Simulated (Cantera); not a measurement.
Mixture: CH4 : CO : O2 : N2 = 1 : 0.13 : 1.21 : 4.57 (molar parts), equivalence ratio 1.7, at 10.0 bar, adiabatic and at constant pressure. Ignition delay is the time to a rise of 400 K.

Cantera simulation using GRI-Mech 3.0 (53 species, 325 reactions); the numbers are that mechanism's predictions, not measurements.

### Question
What does this change do: pressure from 10.0 bar to 3.30 bar?

### Answer
```json
[
 {"quantity": "delay at 1125 K", "before": "22.5 ms", "after": "74.0 ms"},
 {"quantity": "delay at 1175 K", "before": "11.2 ms", "after": "35.3 ms"},
 {"quantity": "delay at 1225 K", "before": "5.76 ms", "after": "17.5 ms"},
 {"quantity": "delay at 1275 K", "before": "3.09 ms", "after": "8.99 ms"},
 {"quantity": "delay at 1325 K", "before": "1.71 ms", "after": "4.76 ms"},
 {"quantity": "delay at 1375 K", "before": "0.968 ms", "after": "2.60 ms"},
 {"quantity": "delay at 1425 K", "before": "0.562 ms", "after": "1.45 ms"},
 {"quantity": "apparent activation energy between 1325 and 1425 K", "before": "170 kJ/mol", "after": "190 kJ/mol"}
]
```
